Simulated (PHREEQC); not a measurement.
**Copper plating or etch bath: an equilibrium model**

A solution holds 0.0046 mol Cu(NO3)2, 0.00021 mol HNO3 and 6.3e-05 mol NaCl per kg of water, at 85 °C. It is in equilibrium with CO2 at log p = -3.4 (atm). Otherwise closed; pH follows from the charge balance.

All values are PHREEQC results (ion-association model, wateq4f.dat), not measurements.

Each row changes one thing in this solution. No solid was allowed to form.

```tsv
case	pH	Cu2(OH)2+2 (mol/kgw)	CuOH+ (mol/kgw)	CuHCO3+ (mol/kgw)	HCO3- (mol/kgw)	Cu(OH)2 (mol/kgw)	SI of Tenorite (CuO)	SI of Cu(OH)2 (Cu(OH)2)
as made	3.72	2.23e-6	1.65e-7	1.74e-8	1.25e-8	1.57e-9	-0.87	-1.89
NaCl left out	3.72	2.24e-6	1.66e-7	1.74e-8	1.25e-8	1.57e-9	-0.87	-1.89
HNO3 left out	4.28	2.91e-5	5.97e-7	…	4.54e-8	2.07e-8	+0.25	-0.77
temperature from 85 to 50 °C	3.72	1.64e-7	1.72e-7	3.46e-8	2.39e-8	1.67e-9	-1.85	-2.87
diluted 2-fold with water	4.00	2.26e-6	1.72e-7	1.81e-8	2.30e-8	3.24e-9	-0.56	-1.58
NaCl from 6.3e-05 to 0.000126 mol/kgw	3.72	2.23e-6	1.65e-7	1.73e-8	1.25e-8	1.57e-9	-0.87	-1.89
temperature from 85 to 10 °C	3.72	3.52e-9	1.75e-7	6.45e-8	4.34e-8	…	-3.30	-4.32
Cu(NO3)2 from 0.0046 to 0.023 mol/kgw	3.65	2.92e-5	5.38e-7	5.60e-8	1.20e-8	3.85e-9	-0.48	-1.49
```

### Question
Some entries are withheld; supply them.

### Answer

- HNO3 left out, CuHCO3+ (mol/kgw): 6.27e-8
- temperature from 85 to 10 °C, Cu(OH)2 (mol/kgw): 1.70e-9

Some of these states are supersaturated (in Tenorite (slow to form), for instance). At this temperature some constants are extrapolated from 25 °C, and those without enthalpy data are left unchanged.
